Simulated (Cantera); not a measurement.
Feed: 1 mol C2F6, 0.53 mol F2, equilibrated at 1.00 bar.

Cantera equilibrium calculation (NASA polynomials, part measured and part estimated; ideal gas, pure solids and liquids). Candidate condensed phases: C; 13 gas species. The feed counts by its element totals alone. The tables' values for C2F4 are old estimates; treat these amounts as uncertain. Gases not in the tables: C2F6 and larger saturated fluorocarbons. The numbers say what is thermodynamically allowed, not how fast it happens.

log p: log10 of the partial pressure in bar; n: condensed amount in mol.

```json
[
 {"T (K)": "2200", "log p CF4": "-0.03", "log p CF2": "-1.32", "log p F": "-2.20", "log p CF3": "-2.03", "log p CF": "-4.15", "n C(graphite)": "(withheld)"},
 {"T (K)": "2250", "log p CF4": "-0.04", "log p CF2": "-1.18", "log p F": "-2.04", "log p CF3": "-1.92", "log p CF": "-3.90", "n C(graphite)": "(withheld)"},
 {"T (K)": "2300", "log p CF4": "-0.05", "log p CF2": "-1.05", "log p F": "-1.88", "log p CF3": "-1.81", "log p CF": "-3.66", "n C(graphite)": "(withheld)"},
 {"T (K)": "2350", "log p CF4": "-0.07", "log p CF2": "-0.92", "log p F": "-1.73", "log p CF3": "-1.72", "log p CF": "-3.43", "n C(graphite)": "(withheld)"},
 {"T (K)": "2400", "log p CF4": "-0.10", "log p CF2": "-0.81", "log p F": "-1.59", "log p CF3": "-1.64", "log p CF": "-3.22", "n C(graphite)": "(withheld)"},
 {"T (K)": "2450", "log p CF4": "-0.13", "log p CF2": "-0.71", "log p F": "-1.46", "log p CF3": "-1.56", "log p CF": "-3.01", "n C(graphite)": "(withheld)"},
 {"T (K)": "2500", "log p CF4": "-0.16", "log p CF2": "-0.64", "log p F": "-1.31", "log p CF3": "-1.51", "log p CF": "-2.87", "n C(graphite)": "(withheld)"}
]
```

What belongs in the gaps?


- 2200, n C(graphite): 0.189
- 2250, n C(graphite): 0.172
- 2300, n C(graphite): 0.149
- 2350, n C(graphite): 0.120
- 2400, n C(graphite): 0.0830
- 2450, n C(graphite): 0.0368
- 2500, n C(graphite): 0
